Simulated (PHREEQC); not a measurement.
# Alkaline etch or developer: an equilibrium model

A solution holds 0.063 mol/kgw NaOH and 0.00038 mol/kgw (CH3)4NCl, at 91 °C. Closed to the air; pH follows from the charge balance.

All values are PHREEQC results (ion-association model, phreeqc.dat), not measurements.

This is a speciation only: nothing precipitates in the calculation.

Q: What pH, specific conductance does the model give?

A: pH 11.07; specific conductance 37700 µS/cm.

(CH3)4N+ isn't in the database: it is added as a free cation with an ion size of 4 Å. Constants without temperature data keep their 25 °C values here.
